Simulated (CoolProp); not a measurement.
Model: reference Helmholtz-energy equation of state, Lemmon 2006, in CoolProp. It is a short technical equation, of lower accuracy than the large ones.

Question: For n-decane, give the phase and the density (kg/m³), isothermal compressibility (1/MPa), expansivity (1/kK), conductivity (mW/(m K)) at 436.7 K and 22.6 bar; 462.9 K and 22.6 bar.

Answer: 
- 436.7 K and 22.6 bar: liquid; density 618, isothermal compressibility 0.00326, expansivity 1.40, conductivity 98.5
- 462.9 K and 22.6 bar: liquid; density 595, isothermal compressibility 0.00425, expansivity 1.54, conductivity 93.6

Thermal conductivity comes from a separate model (Huber 2005).
